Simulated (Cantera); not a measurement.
A closed system holds: 1 mol Si, 4.2 mol Cl2, held at 1198 K and 20000 Pa.

Equilibrium computed with Cantera from the NASA thermochemical tables; the gas is ideal and each condensed phase is pure. Candidate condensed phases: Si; 9 gas species. Rates play no part.

Base state: Cl2 0.680, SiCl4 0.311, Cl 0.00854 (mole fractions); condensed: gas only.

Task: What changes in the equilibrium state with this change: pressure from 20000 Pa to 1000 Pa?

Result: 
```
species   before   after
-------  -------  ------
Cl2        0.680   0.656
SiCl4      0.311   0.307
Cl       0.00854  0.0375
```
